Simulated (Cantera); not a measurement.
A Cantera script and what it prints.

```python
import numpy as np
import cantera as ct

gas_names = """
    H H2 N NH NH2 NH3 N2 N2H2 N2H4 Si SiH SiH2 SiH3 SiH4 SiN Si2 Si2N Si3
""".split()
cond_names = """
    Si(cr) Si(L) Si3N4(a)
""".split()


# ... load() reads the species with a 1 bar reference pressure and builds the phases ...
atoms = {
    'trisilylamine': {'Si': 3, 'N': 1, 'H': 9},
    'NH3': {'N': 1, 'H': 3},
    'N2': {'N': 2},
}
top_T = {'Si3N4(a)': 2400}  # K; cautious upper limits of use, not melting points


# ... equilibrate(T, P, feed) seeds the gas with the atoms and calls Mixture.equilibrate('TP', solver="vcs", rtol=1e-11, max_steps=5000) ...
results = []
feed = {'trisilylamine': 1, 'NH3': 0.3, 'N2': 0.4}  # mol
T = 1798  # K
P = 1000  # Pa
mix = equilibrate(T, P, feed)
results.append((T, P, feed, dict(zip(mix.species_names, mix.species_moles))))
x = sorted(zip(gas.X, gas.species_names), reverse=True)
print(f"T = {T:g} K  P = {P:g} Pa  gas = {mix.phase_moles(0):.4g} mol")
print("   x: " + "  ".join(f"{s} {v:.3e}" for v, s in x if v > 0.0001))
print("   condensed (mol): " + ("  ".join(f"{mix.phase(i).name} {mix.phase_moles(i):.4g}"
      for i in range(1, mix.n_phases) if mix.phase_moles(i) > 1e-12) or "none"))
```

Result:

```
T = 1798 K  P = 1000 Pa  gas = 6.012 mol
   x: H2 8.218e-01  N2 1.747e-01  H 3.192e-03  Si 3.084e-04
   condensed (mol): Si(L) 2.998
```

Method: chemical equilibrium by Gibbs-energy minimisation in Cantera with the NASA 1993 tables (ideal gas, pure condensed phases). The feed counts by its element totals alone. Gases not in the tables: Si2H6 and higher silanes.
